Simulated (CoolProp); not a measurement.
Properties of decamethyltetrasiloxane (MD2M) along the isobar 0.101 MPa (Tc = 326.2 °C, pc = 1.144 MPa, ω = 0.635).

Computed with CoolProp (reference Helmholtz-energy equation of state, Thol 2017).

| T (°C) | phase | Z | cv (kJ/(kg K)) | expansivity (1/kK) | fugacity coefficient |
|---|---|---|---|---|---|
| 77.25 | liquid | 0.01352 | 1.572 | 1.267 | 0.01545 |
| 108.45 | liquid | 0.01293 | 1.649 | 1.361 | 0.06559 |
| 139.65 | liquid | 0.01250 | 1.720 | 1.497 | 0.2073 |
| 170.85 | liquid | 0.01221 | 1.786 | 1.698 | 0.5230 |
| 202.05 | gas | 0.9310 | 1.790 | 2.691 | 0.9357 |
| 233.25 | gas | 0.9456 | 1.850 | 2.398 | 0.9484 |
| 264.45 | gas | 0.9564 | 1.906 | 2.176 | 0.9581 |
| 295.65 | gas | 0.9647 | 1.958 | 2.000 | 0.9658 |
| 326.85 | gas | 0.9712 | 2.009 | 1.857 | 0.9719 |
